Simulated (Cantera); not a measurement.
Charge: 1 mol FeS, 2.1 mol SO2, 8.5 mol N2, 4.6 mol O2, held at 1.80 bar.

Cantera equilibrium calculation (NASA polynomials, part measured and part estimated; ideal gas, pure solids and liquids). Candidate condensed phases: Fe, FeO, FeS, FeSO4, FeS2, Fe2O3, Fe2(SO4)3, Fe3O4, S; 19 gas species. Equilibrium is a limit: real reactors are often held back by kinetics, nucleation or transport. All values below are at 1123 K.

Base state: N2 0.602, O2 0.178, SO2 0.171, SO3 0.0485, NO 8.39e-5 (mole fractions); condensed: Fe2O3(s).

What changes in the equilibrium state with this change: O2 from 4.6 to 1.6 mol?


| species | before | after |
|---|---|---|
| N2 | 0.602 | 0.735 |
| SO2 | 0.171 | 0.262 |
| S2 | <1e-9 | 0.00259 |
| O2 | 0.178 | <1e-9 |
| SO3 | 0.0485 | 1.09e-7 |
| S2O | <1e-9 | 0.000377 |
| NO | 8.39e-5 | <1e-9 |
| SO | <1e-9 | 3.26e-5 |
| Fe2O3(s), mol | 0.500 | 0 |
| Fe3O4(s), mol | 0 | 0.333 |
Gases not in the tables: S3 to S7.
